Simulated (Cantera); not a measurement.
A freely propagating, adiabatic, planar premixed flame of 15.4 % CO, 8.60 % H₂, 16.0 % O₂, 60.1 % N₂, equivalence ratio 0.75, unburnt at 550 K and 5.00 bar; mixture-averaged transport, grid criteria slope 0.08 and curve 0.16, no radiation.

Computed with Cantera and GRI-Mech 3.0 (53 species, 325 reactions). The hydrogen kinetics of GRI-Mech 3.0 are dated; newer H2 mechanisms differ, most at raised pressure. Burning velocities carry a grid error of a few per cent, more on coarse grids.

**Question.** Predict: laminar burning velocity; thermal thickness; peak x(HO₂); peak x(H₂O₂).

**Answer.** 
```
Item                          Value
------------------------  ---------
laminar burning velocity   119 cm/s
thermal thickness         0.0999 mm
peak x(HO₂)                0.000548
peak x(H₂O₂)               0.000116
```
